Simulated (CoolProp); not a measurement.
Properties of hexamethyldisiloxane (MM) along the isobar 101 kPa (Tc = 518.7 K, pc = 1931 kPa, ω = 0.418).

Model: reference Helmholtz-energy equation of state, Thol 2016, in CoolProp.

```csv
T (K),phase,density (kg/m³),cv (kJ/(kg K)),isothermal compressibility (1/MPa),expansivity (1/kK),fugacity coefficient
447,gas,4.560,1.842,10.24,2.505,0.9687
462.7,gas,4.388,1.880,10.20,2.387,0.9723
478.4,gas,4.230,1.917,10.16,2.283,0.9753
494.2,gas,4.083,1.953,10.13,2.189,0.9779
509.9,gas,3.948,1.989,10.11,2.105,0.9802
525.6,gas,3.822,2.024,10.09,2.028,0.9822
541.3,gas,3.704,2.058,10.07,1.958,0.9840
557.1,gas,3.593,2.091,10.05,1.893,0.9855
572.8,gas,3.490,2.124,10.03,1.833,0.9869
588.5,gas,3.392,2.156,10.02,1.777,0.9882
604.3,gas,3.300,2.187,10.01,1.724,0.9893
620,gas,3.213,2.218,9.999,1.675,0.9903
```
